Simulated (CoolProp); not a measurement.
Vapour-liquid equilibrium of R22 (1) + R123 (2) at 4.67 bar; x and y are mole fractions of (1).

The numbers come from the multi-fluid Helmholtz-energy mixture model, Kamei 1995 and Younglove 1994; pair parameters Bell 2016 in CoolProp.

```tsv
x	bubble temperature (K)	y at the bubble point	dew temperature at overall composition x (K)	liquid density (mol/L)
0.05	[?]	0.226	349.5	8.923
0.2	[?]	0.644	343.5	9.839
0.35	303.4	[?]	336.7	10.72
0.5	292.2	[?]	328.9	11.59
0.65	284.1	0.952	319.2	[?]
0.8	277.9	[?]	306.2	13.45
0.95	272.8	0.995	284.4	[?]
```

Q: Complete the blanks.

A: 
- 0.05, bubble temperature (K): 342.4
- 0.2, bubble temperature (K): 319.6
- 0.35, y at the bubble point: 0.826
- 0.5, y at the bubble point: 0.909
- 0.65, liquid density (mol/L): 12.49
- 0.8, y at the bubble point: 0.977
- 0.95, liquid density (mol/L): 14.52

No azeotrope shows between x = 0.05 and 0.95.

The pair parameters rest on a limited set of measurements; away from them the model extrapolates.
